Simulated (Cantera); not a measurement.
A jet of H2 : O2 : N2 = 0.014 : 0.11 : 0.79 (molar parts) at 300 K and 29.3 Torr hits a platinum plate 2.2 cm away at a mass flux of 0.058 kg/m²/s; the plate temperature is set and raised in steps from an oxygen-covered start.

Cantera simulation using Deutschmann's 1995 Pt surface mechanism with GRI-Mech 3.0 gas chemistry; the numbers are that mechanism's predictions, not measurements. Catalytic surfaces can have several steady states; this one follows from the mechanism file's or the stated starting coverage.

x: mole fraction at the wall; θ: surface coverage.

| plate T (K) | wall x H2 | wall x O2 | wall x H2O | wall x OH | θ free Pt | θ O* | θ OH* |
|---|---|---|---|---|---|---|---|
| 500 | 0.00392 | 0.108 | 0.0223 | <1e-8 | 0.0531 | 0.938 | [?] |
| 550 | 0.00391 | 0.108 | 0.0221 | <1e-8 | 0.0562 | 0.939 | [?] |
| 600 | 0.00390 | 0.108 | 0.0220 | <1e-8 | 0.0593 | 0.938 | [?] |
| 650 | 0.00387 | 0.108 | 0.0219 | <1e-8 | 0.0628 | 0.935 | [?] |
| 700 | 0.00368 | 0.108 | 0.0221 | <1e-8 | 0.0701 | 0.928 | [?] |

Task: What belongs in the gaps?

Result: 
- 500, θ OH*: 0.00868
- 550, θ OH*: 0.00496
- 600, θ OH*: 0.00309
- 650, θ OH*: 0.00207
- 700, θ OH*: 0.00152
